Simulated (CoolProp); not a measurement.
Vapour-liquid equilibrium of n-octane (1) + n-dodecane (2) at 2.82 bar; x and y are mole fractions of (1).

Model: multi-fluid Helmholtz-energy mixture model, Beckmüller 2019 and Lemmon 2004; pair parameters Bell 2016, in CoolProp.

```json
[
 {"x": "0.05", "bubble temperature (K)": "529.4", "y at the bubble point": "0.170", "dew temperature at overall composition x (K)": "535.3", "liquid density (mol/L)": "3.293"},
 {"x": "0.15", "bubble temperature (K)": "513.9", "y at the bubble point": "0.436", "dew temperature at overall composition x (K)": "530.4", "liquid density (mol/L)": "3.473"},
 {"x": "0.25", "bubble temperature (K)": "500.1", "y at the bubble point": "0.621", "dew temperature at overall composition x (K)": "525.1", "liquid density (mol/L)": "3.651"},
 {"x": "0.35", "bubble temperature (K)": "488.0", "y at the bubble point": "0.746", "dew temperature at overall composition x (K)": "519.3", "liquid density (mol/L)": "3.827"},
 {"x": "0.45", "bubble temperature (K)": "477.5", "y at the bubble point": "0.832", "dew temperature at overall composition x (K)": "513.0", "liquid density (mol/L)": "4.001"},
 {"x": "0.55", "bubble temperature (K)": "468.5", "y at the bubble point": "0.890", "dew temperature at overall composition x (K)": "505.8", "liquid density (mol/L)": "4.175"},
 {"x": "0.65", "bubble temperature (K)": "460.6", "y at the bubble point": "0.930", "dew temperature at overall composition x (K)": "497.6", "liquid density (mol/L)": "4.350"},
 {"x": "0.75", "bubble temperature (K)": "453.8", "y at the bubble point": "0.959", "dew temperature at overall composition x (K)": "487.6", "liquid density (mol/L)": "4.528"},
 {"x": "0.85", "bubble temperature (K)": "447.8", "y at the bubble point": "0.979", "dew temperature at overall composition x (K)": "474.9", "liquid density (mol/L)": "4.707"},
 {"x": "0.95", "bubble temperature (K)": "442.6", "y at the bubble point": "0.994", "dew temperature at overall composition x (K)": "456.0", "liquid density (mol/L)": "4.891"}
]
```

No azeotrope shows between x = 0.05 and 0.95.

The pair parameters rest on a limited set of measurements; away from them the model extrapolates.
